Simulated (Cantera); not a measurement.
Input: 1 mol Cu₂O, 1600 mol H₂, 7.1 mol N₂, at 898.15 K and 0.370 bar.

Method: chemical equilibrium by Gibbs-energy minimisation in Cantera with the NASA 1993 tables (ideal gas, pure condensed phases). Candidate condensed phases: Cu, CuO, Cu(OH)₂, Cu₂O, H₂O; 27 gas species. Equilibrium is a limit: real reactors are often held back by kinetics, nucleation or transport.

Base state: H₂ 0.995, N₂ 0.00440, H₂O 0.000622, NH₃ 3.00e-5 (mole fractions); condensed: Cu(s).

What changes in the equilibrium state with this change: Cu₂O replaced by V₂O₃?


```
species         before     after
------------  --------  --------
H₂               0.995     0.995
N₂             0.00440   0.00415
H₂O           0.000622  0.000760
NH₃            3.00e-5   2.91e-5
Cu(s), mol        2.00         0
VN(s), mol           0     0.814
V₂O₃(s), mol         0     0.593
```
VN: taken at fixed stoichiometry. Condensed phases not in the tables: the oxides between V₂O₃ and V₂O₅ other than VO₂, V₂N. Further candidate phases: V, VN, VO, V₂O₃, V₂O₄, V₂O₅.
